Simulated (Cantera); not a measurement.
Cantera run, input and output.

```python
import numpy as np
import cantera as ct

gas = ct.Solution("gri30.yaml")
gas.TPX = 675, 101325, {'CH4': 1, 'O2': 4.26, 'N2': 16, 'H2O': 4.8}
inlet = ct.Reservoir(gas, clone=True)
gas.equilibrate("HP")  # start burning
reactor = ct.IdealGasConstPressureReactor(gas, energy="on", clone=False)
exhaust = ct.Reservoir(gas, clone=True)
tau = [0.045, 0.019, 0.0079, 0.0033, 0.0014, 0.00059, 0.00025, 0.0001, 4.4e-05, 1.8e-05, 7.7e-06, 3.3e-06][0]
for a, b in ((inlet, reactor), (reactor, exhaust)):
    ct.MassFlowController(a, b, mdot=lambda t: reactor.mass / tau)
net = ct.ReactorNet([reactor])
show = ['CH4', 'O2', 'H2O', 'CH2', 'O', 'HO2', 'CH2O']

rows = []
print(f"{'tau/s':>10s}{'T/K':>9s}" + "".join(f"{s:>11s}" for s in show))
for tau in [0.045, 0.019, 0.0079, 0.0033, 0.0014, 0.00059, 0.00025, 0.0001, 4.4e-05, 1.8e-05, 7.7e-06, 3.3e-06]:
    net.initial_time = 0.0
    net.advance(30 * tau)
    before = gas.X
    net.advance(40 * tau)
    drift = np.max(np.abs(gas.X - before) / (gas.X + 1e-9))
    rows.append([gas.T, *gas[show].X, drift])
    print(f"{tau:10.3e}{gas.T:9.1f}" + "".join(f"{x:11.3e}" for x in gas[show].X))
```

Result:

```
     tau/s      T/K        CH4         O2        H2O        CH2          O        HO2       CH2O
 4.500e-02   1508.2  4.319e-05  8.688e-02  2.603e-01  5.886e-08  4.469e-05  4.948e-06  3.363e-06
 1.900e-02   1503.2  7.701e-05  8.711e-02  2.600e-01  1.266e-07  7.620e-05  8.654e-06  6.283e-06
 7.900e-03   1494.0  1.430e-04  8.759e-02  2.594e-01  2.672e-07  1.280e-04  1.519e-05  1.209e-05
 3.300e-03   1476.5  2.833e-04  8.863e-02  2.585e-01  5.403e-07  2.013e-04  2.666e-05  2.424e-05
 1.400e-03   1434.9  7.183e-04  9.155e-02  2.564e-01  1.008e-06  2.487e-04  5.094e-05  5.888e-05
 5.900e-04    675.0  3.837e-02  1.635e-01  1.842e-01  4.936e-33  1.895e-21  2.953e-15  8.755e-17
 2.500e-04    675.0  3.837e-02  1.635e-01  1.842e-01  2.345e-33  7.495e-22  1.282e-15  2.235e-18
 1.000e-04    675.0  3.837e-02  1.635e-01  1.842e-01  2.930e-34  2.339e-22  5.005e-16  9.277e-20
 4.400e-05    675.0  3.837e-02  1.635e-01  1.842e-01  9.105e-35  7.283e-23  2.205e-16  1.781e-20
 1.800e-05    675.0  3.837e-02  1.635e-01  1.842e-01  2.937e-35  1.691e-23  9.010e-17  2.958e-21
 7.700e-06    675.0  3.837e-02  1.635e-01  1.842e-01  2.285e-35  3.758e-24  3.882e-17  5.593e-22
 3.300e-06    675.0  3.837e-02  1.635e-01  1.842e-01  1.174e-35  7.405e-25  1.657e-17  1.007e-22
```

Cantera simulation using GRI-Mech 3.0 (53 species, 325 reactions); the numbers are that mechanism's predictions, not measurements.
